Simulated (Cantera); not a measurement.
**Stirred combustor or abatement burner**

A perfectly stirred reactor is fed with CH4 : H2 : O2 : N2 = 1 : 0.39 : 3.99 : 15 (molar parts), at 220000 Pa; it is adiabatic with a 523 K inlet, and is followed from long to short residence time, starting on the burning branch (τ in s: 0.071, 0.029, 0.012, 0.0047, 0.0019, 0.00077, 0.00031, 0.00012, 5e-05, 2e-05, 8.2e-06).

Cantera simulation using GRI-Mech 3.0 (53 species, 325 reactions); the numbers are that mechanism's predictions, not measurements.

| τ (s) | T (K) | x CH4 | x H2 | x O2 | x C2H4 | x CH3 | x HCO | x HCN |
|---|---|---|---|---|---|---|---|---|
| 0.071 | 1766 | 9.55e-6 | 5.07e-5 | 0.0888 | 2.12e-9 | 2.10e-6 | 7.78e-9 | 3.77e-9 |
| 0.029 | 1763 | 1.73e-5 | 8.83e-5 | 0.0888 | 5.14e-9 | 3.73e-6 | 1.94e-8 | 5.01e-9 |
| 0.012 | 1758 | 3.05e-5 | 0.000155 | 0.0889 | 1.11e-8 | 6.33e-6 | 4.82e-8 | 6.85e-9 |
| 0.0047 | 1750 | 5.59e-5 | 0.000285 | 0.0891 | 2.31e-8 | 1.08e-5 | 1.28e-7 | 9.83e-9 |
| 0.0019 | 1735 | 0.000101 | 0.000507 | 0.0895 | 4.48e-8 | 1.79e-5 | 3.27e-7 | 1.48e-8 |
| 0.00077 | 1711 | 0.000190 | 0.000890 | 0.0904 | 8.82e-8 | 3.00e-5 | 8.34e-7 | 2.43e-8 |
| 0.00031 | 1668 | 0.000392 | 0.00155 | 0.0925 | 2.08e-7 | 5.32e-5 | 2.12e-6 | 4.26e-8 |
| 0.00012 | 1576 | 0.00117 | 0.00305 | 0.0987 | 1.11e-6 | 0.000124 | 5.54e-6 | 7.71e-8 |
| 5.0e-5 | 523 | 0.0491 | 0.0191 | 0.196 | <1e-12 | <1e-12 | <1e-12 | <1e-12 |
| 2.0e-5 | 523 | 0.0491 | 0.0191 | 0.196 | <1e-12 | <1e-12 | <1e-12 | <1e-12 |
| 8.2e-6 | 523 | 0.0491 | 0.0191 | 0.196 | <1e-12 | <1e-12 | <1e-12 | <1e-12 |
x: mole fraction; the columns are a selection and need not sum to one.
